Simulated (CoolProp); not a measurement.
R1233zd(E) along the isobar 17.8 bar: Z from the reference equation and from simpler models built on Tc = 165.7 °C, pc = 35.83 bar, ω = 0.304; each cubic takes its own stable root.

Computed with CoolProp (reference Helmholtz-energy equation of state, Akasaka 2022).

```csv
T (°C),phase,reference
93.45,liquid,0.07061
100.35,liquid,0.07088
107.35,liquid,0.07133
114.25,liquid,0.07202
121.25,liquid,0.07303
128.15,gas,0.6830
135.15,gas,0.7123
142.05,gas,0.7364
149.05,gas,0.7573
155.95,gas,0.7752
162.95,gas,0.7913
169.85,gas,0.8055
176.85,gas,0.8184
```

Task: How far does each simpler model (van der Waals, Redlich-Kwong) lie from the reference over these 13 states: mean and median of the absolute difference, and the worst?

Result: 
- van der Waals: mean 292.6 %, median 10.1 %, worst +937.8 % at 121.25 °C and 17.8 bar
- Redlich-Kwong: mean 75.2 %, median 4.5 %, worst +864.1 % at 121.25 °C and 17.8 bar

At some of these states van der Waals, Redlich-Kwong gives the other phase, because its saturation line lies elsewhere.
